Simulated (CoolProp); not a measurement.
A simple Rankine cycle with C3F8 (R218): condensing at 294.15 K, boiler at 2.07 MPa, turbine inlet 336 K, turbine efficiency 0.9, pump efficiency 0.8, no recuperator. Each further row changes one setting.

Model: reference Helmholtz-energy equation of state, Lemmon 2006, in CoolProp. It is a short technical equation, of lower accuracy than the large ones.

```csv
case,thermal efficiency (%),net work (kJ/kg),heat in (kJ/kg),turbine exit temperature (K),volume ratio over the turbine
as stated,7.8,7.52,95.9,304.8,3.59
turbine inlet 356 K,7.8,9.42,121,330.5,3.08
condensing temperature 286.15 K,9.2,9.69,105,299.7,4.61
boiler pressure 1.45 MPa,5.5,5.92,109,320.5,2.03
turbine efficiency 0.8,6.8,6.55,95.9,305.9,3.61
```
